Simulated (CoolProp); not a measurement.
Properties of ethylene along the isobar 265 bar.

Computed with CoolProp (reference Helmholtz-energy equation of state, Smukala 2000).

| T (K) | phase | density (kg/m³) | cv (kJ/(kg K)) | isothermal compressibility (1/MPa) | expansivity (1/kK) | fugacity coefficient |
|---|---|---|---|---|---|---|
| 263.4 | liquid | 473.2 | 1.382 | 0.004155 | 2.862 | 0.1775 |
| 277.8 | liquid | 453.4 | 1.407 | 0.005126 | 3.082 | 0.2243 |
| 292.1 | supercritical | 433.1 | 1.436 | 0.006349 | 3.324 | 0.2740 |
| 306.5 | supercritical | 412.1 | 1.470 | 0.007894 | 3.586 | 0.3262 |
| 320.8 | supercritical | 390.8 | [?] | 0.009783 | 3.852 | 0.3789 |
| 335.2 | supercritical | 369.0 | 1.545 | 0.01205 | 4.105 | 0.4316 |
| 349.5 | supercritical | 347.4 | 1.585 | 0.01461 | 4.314 | 0.4828 |
| 363.9 | supercritical | 326.1 | 1.626 | 0.01737 | 4.454 | 0.5323 |
| 378.2 | supercritical | 305.9 | 1.667 | 0.02012 | 4.506 | 0.5788 |
| 392.6 | supercritical | 286.7 | 1.708 | 0.02270 | 4.470 | 0.6226 |
| 406.9 | supercritical | 269.1 | 1.749 | 0.02497 | 4.358 | 0.6630 |
| 421.3 | supercritical | 253.1 | [?] | 0.02688 | [?] | 0.7005 |
| 435.6 | supercritical | 238.7 | 1.832 | 0.02841 | 3.992 | 0.7346 |
| 450 | supercritical | [?] | 1.873 | 0.02962 | 3.779 | 0.7660 |

Task: Fill in the missing entries.

Result: 
- 320.8, cv (kJ/(kg K)): 1.506
- 421.3, cv (kJ/(kg K)): 1.791
- 421.3, expansivity (1/kK): 4.191
- 450, density (kg/m³): 225.7
